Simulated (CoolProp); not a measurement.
R1132(E) along the isobar 6.5 MPa: density (kg/m³) from the reference equation and from simpler models built on Tc = 75.7 °C, pc = 5.174 MPa, ω = 0.245; each cubic takes its own stable root.

Values from CoolProp's reference Helmholtz-energy equation of state, Akasaka 2024.

| T (°C) | phase | reference | van der Waals | Redlich-Kwong | Soave-Redlich-Kwong | Peng-Robinson |
|---|---|---|---|---|---|---|
| -21.65 | liquid | 1081 | 668.2 | 950.8 | 982.8 | 1110 |
| -14.95 | liquid | 1063 | 658.6 | 932.7 | 965.1 | 1090 |
| -8.25 | liquid | 1046 | 648.6 | 913.9 | 946.5 | 1070 |
| -1.65 | liquid | 1028 | 638.4 | 894.6 | 927.2 | 1048 |
| 5.05 | liquid | 1009 | 627.7 | 874.2 | 906.6 | 1025 |
| 11.75 | liquid | 988.8 | 616.4 | 852.8 | 884.8 | 1000 |
| 18.45 | liquid | 968.0 | 604.6 | 830.4 | 861.7 | 973.8 |
| 25.05 | liquid | 946.3 | 592.3 | 807.1 | 837.4 | 946.0 |
| 31.75 | liquid | 922.8 | 579.2 | 782.0 | 811.0 | 915.7 |
| 38.45 | liquid | 897.5 | 565.2 | 755.3 | 782.5 | 882.7 |
| 45.05 | liquid | 870.4 | 550.3 | 727.0 | 752.0 | 847.3 |
| 51.75 | liquid | 840.1 | 534.0 | 695.8 | 717.8 | 807.4 |
| 58.45 | liquid | 805.7 | 516.1 | 661.4 | 679.6 | 762.5 |
